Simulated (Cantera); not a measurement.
Charge: 1 mol Si, 26 mol HBr, 34 mol N2, held at 0.0133 bar.

Cantera equilibrium calculation (NASA polynomials, part measured and part estimated; ideal gas, pure solids and liquids). Candidate condensed phases: Br2, Si, Si3N4; 28 gas species. The tables' values for SiBr3 are old estimates; treat these amounts as uncertain. Kinetics and transport are ignored.

Problem. At 1227 °C, list the 4 most abundant gas species with their mole fractions, and the condensed phases.

Solution. N2 0.561, HBr 0.358, H2 0.0351, Br 0.0293. Condensed: gas only.
